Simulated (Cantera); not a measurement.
A Cantera script and what it prints.

```python
import numpy as np
import cantera as ct

gas_names = """
    H HNO HNO2 HNO3 HO2 H2 H2O H2O2 N NH NH2 NH3 NH2OH NO NO2 NO3 N2 N2H2 N2H4 N2O O OH O2 O3 V VN VO
    VO2
""".split()
cond_names = """
    H2O(s) H2O(L) V(cr) V(L) VN(s) VO(s) VO(L) V2O3(s) V2O3(L) V2O4(I) V2O4(II) V2O4(L) V2O5(s) V2O5(L)
""".split()


# ... load() reads the species with a 1 bar reference pressure and builds the phases ...
atoms = {
    'V2O3': {'V': 2, 'O': 3},
    'H2': {'H': 2},
    'N2': {'N': 2},
}
top_T = {'VN(s)': 2300}  # K; cautious upper limits of use, not melting points


# ... equilibrate(T, P, feed) seeds the gas with the atoms and calls Mixture.equilibrate('TP', solver="vcs", rtol=1e-11, max_steps=5000) ...
results = []
feed = {'V2O3': 1, 'H2': 4.5, 'N2': 22}  # mol
T = 1748  # K
P = 76  # Pa
mix = equilibrate(T, P, feed)
results.append((T, P, feed, dict(zip(mix.species_names, mix.species_moles))))
print(gas.report(threshold=1e-06))
for i in range(1, mix.n_phases):
    print(f"{mix.phase(i).name:16s} {mix.phase_moles(i):12.5e} mol")
```

Output:

```
       temperature   1748 K
          pressure   76 Pa
           density   0.00012343 kg/m^3
  mean mol. weight   23.604 kg/kmol
   phase of matter   gas

                          1 kg             1 kmol
                     ---------------   ---------------
          enthalpy        1.9845e+06        4.6842e+07  J
   internal energy        1.3688e+06        3.2308e+07  J
           entropy             12719        3.0022e+05  J/K
    Gibbs function       -2.0248e+07       -4.7794e+08  J
 heat capacity c_p            1486.8             35094  J/K
 heat capacity c_v            1134.5             26779  J/K

                      mass frac. Y      mole frac. X     chem. pot. / RT
                     ---------------   ---------------   ---------------
                 H        0.00014413         0.0033749           -14.019
                H2          0.014163           0.16582           -28.039
               H2O         0.0015063         0.0019736           -56.945
                N2           0.98341            0.8286           -33.866
                OH        1.6885e-06        2.3435e-06           -42.925
                VO        8.0419e-05        2.8357e-05            -40.48
               VO2        0.00069378        0.00019745           -69.386
     [  +21 minor]        7.4371e-07        4.1692e-07

V(cr)             0.00000e+00 mol
VN(s)             0.00000e+00 mol
VO(s)             1.09401e-01 mol
V2O3(s)           9.42298e-01 mol
V2O4(II)          0.00000e+00 mol
V2O5(L)           0.00000e+00 mol
```

Equilibrium computed with Cantera from the NASA thermochemical tables; the gas is ideal and each condensed phase is pure. Mutual solubility and eutectic melting of coexisting phases are not modelled. VO: taken at fixed stoichiometry. Condensed phases not in the tables: the oxides between V2O3 and V2O5 other than VO2.
